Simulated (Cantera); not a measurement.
## Thermodynamics of sublimation and decomposition of ceramics, feed Si3N4 + N2

A closed system holds: 1 mol Si3N4, 0.072 mol N2, at 4.40 Pa.

Cantera equilibrium calculation (NASA polynomials, part measured and part estimated; ideal gas, pure solids and liquids). Candidate condensed phases: Si, Si3N4; 7 gas species. The tables' values for SiN are old estimates; treat these amounts as uncertain. Equilibrium is a limit: real reactors are often held back by kinetics, nucleation or transport.

At 1473 K the condensed part is Si3N4(s). From 1573 K to 1673 K the condensed part is Si(s). From 1773 K to 1873 K the condensed part is Si(l). From 1973 K to 2173 K nothing is condensed. The main Si-bearing gas is Si throughout.

| T (K) | x N2 | x Si | x Si2 | x Si3 | x Si2N | x SiN | x N | n Si3N4(s) | n Si(s) | n Si(l) |
|---|---|---|---|---|---|---|---|---|---|---|
| 1473 | 1.000 | 9.11e-5 | 7.02e-8 | 8.81e-9 | 9.30e-7 | 8.73e-7 | 4.53e-12 | 1.000 | 0 | 0 |
| 1573 | 0.999 | 0.00125 | 2.62e-6 | 5.47e-7 | 1.29e-5 | 7.91e-6 | 5.43e-11 | 0 | 3.00 | 0 |
| 1673 | 0.990 | 0.00949 | 3.66e-5 | 9.02e-6 | 7.48e-5 | 4.16e-5 | 4.83e-10 | 0 | 2.98 | 0 |
| 1773 | 0.951 | 0.0484 | 0.000269 | 6.51e-5 | 0.000249 | 0.000150 | 3.30e-9 | 0 | 0 | 2.89 |
| 1873 | 0.797 | 0.200 | 0.00150 | 0.000342 | 0.000635 | 0.000427 | 1.72e-8 | 0 | 0 | 2.46 |
| 1973 | 0.411 | 0.582 | 0.00459 | 0.000809 | 0.000752 | 0.000688 | 5.87e-8 | 0 | 0 | 0 |
| 2073 | 0.409 | 0.588 | 0.00187 | 0.000101 | 0.000175 | 0.000549 | 2.41e-7 | 0 | 0 | 0 |
| 2173 | 0.409 | 0.590 | 0.000822 | 1.49e-5 | 4.62e-5 | 0.000446 | 8.67e-7 | 0 | 0 | 0 |
x: gas mole fraction; n: condensed amount in mol.
